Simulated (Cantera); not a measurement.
Feed: 1 mol Si, 1 mol N₂O, 48 mol H₂, at 4.10 Pa.

These are equilibrium values from Cantera (NASA tables, ideal gas, pure condensed phases), not measurements of a reactor. Candidate condensed phases: H₂O, Si, SiO₂, Si₂N₂O, Si₃N₄; 35 gas species. Mutual solubility and eutectic melting of coexisting phases are not modelled. The tables hold silica as quartz up to 1696 K and as liquid above; real silica turns to tridymite and cristobalite and melts near 1996 K. The numbers say what is thermodynamically allowed, not how fast it happens.

x: gas mole fraction; n: condensed amount in mol.

| T (K) | x H₂ | x H | x N₂ | x SiO | x H₂O | n SiO₂(β-quartz) | n Si₂N₂O(s) |
|---|---|---|---|---|---|---|---|
| 1100 | 0.986 | 4.01e-6 | 0.0137 | 2.62e-6 | 1.92e-6 | 0.333 | 0.333 |
| 1150 | 0.986 | 1.16e-5 | 0.0137 | 2.94e-5 | 2.34e-6 | 0.333 | 0.333 |
| 1200 | 0.986 | 3.06e-5 | 0.0138 | 0.000267 | 2.80e-6 | 0.329 | 0.329 |
| 1250 | 0.984 | ___ | 0.0143 | ___ | ___ | ___ | ___ |
| 1300 | 0.970 | 0.000170 | 0.0175 | 0.0122 | 4.09e-6 | 0.132 | 0.132 |
| 1350 | 0.960 | 0.000365 | 0.0200 | 0.0200 | 4.48e-7 | 0 | 0 |
| 1400 | 0.959 | 0.000744 | 0.0200 | 0.0200 | 4.87e-7 | 0 | 0 |
| 1450 | 0.959 | 0.00145 | 0.0200 | 0.0200 | 7.58e-7 | 0 | 0 |
| 1500 | 0.957 | 0.00269 | 0.0200 | 0.0200 | 1.15e-6 | 0 | 0 |
| 1550 | 0.955 | 0.00481 | 0.0200 | 0.0200 | 1.69e-6 | 0 | 0 |
| 1600 | 0.952 | ___ | 0.0199 | 0.0199 | ___ | 0 | 0 |
| 1650 | 0.946 | 0.0138 | 0.0199 | 0.0199 | 3.43e-6 | 0 | 0 |
| 1700 | 0.938 | 0.0223 | 0.0198 | 0.0198 | 4.71e-6 | 0 | 0 |

**Question.** What belongs in the gaps?

**Answer.** 
- 1250, x H: 7.49e-5
- 1250, x SiO: 0.00201
- 1250, x H₂O: 3.33e-6
- 1250, n SiO₂(β-quartz): 0.301
- 1250, n Si₂N₂O(s): 0.301
- 1600, x H: 0.00828
- 1600, x H₂O: 2.44e-6
